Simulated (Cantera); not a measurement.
An isothermal, constant-pressure homogeneous reactor starts with C2H6 : N2 = 1 : 180 (molar parts), at 1050 K and 1330 Pa. Integrator tolerance rtol = 1e-08.

Model: GRI-Mech 3.0 (53 species, 325 reactions), integrated in Cantera. GRI-Mech 3.0 stops at C3 and has no aromatics, soot or wall deposition, so with more carbon than oxygen in the feed, carbon stays in small species such as C2H2 where larger ones or solid carbon would form. Radical loss at walls, strong at low pressure, is not modelled.

| quantity | before | after |
|---|---|---|
| x(C2H6) at 30.0 s | 0.000106 (gas-phase equilibrium 3.76e-9) | 8.80e-6 (gas-phase equilibrium 3.51e-7) |
| x(H2) at 30.0 s | 0.00615 (gas-phase equilibrium 0.0103) | 0.00722 (gas-phase equilibrium 0.00644) |
| x(H) at 30.0 s | 3.37e-7 (gas-phase equilibrium 7.19e-9) | 2.31e-8 (gas-phase equilibrium 1.26e-9) |
| x(CH4) at 30.0 s | 0.000427 (gas-phase equilibrium 0.000381) | 0.000315 (gas-phase equilibrium 0.00290) |
| x(CH2) at 30.0 s | 7.89e-12 (gas-phase equilibrium <1e-12) | <1e-12 (gas-phase equilibrium <1e-12) |
| x(C2H4) at 30.0 s | 0.00398 (gas-phase equilibrium 2.31e-5) | 0.00326 (gas-phase equilibrium 0.000171) |
| x(C2H2) at 30.0 s | 0.00119 (gas-phase equilibrium 0.000956) | 0.00206 (gas-phase equilibrium 0.000561) |

**Question.** What was changed between the two runs?
A. C2H6 1 to 0.21 parts
B. temperature 1050 to 1150 K
C. N2 180 to 43 parts
D. pressure from 1330 Pa to 27000 Pa

**Answer.** D, pressure from 1330 Pa to 27000 Pa
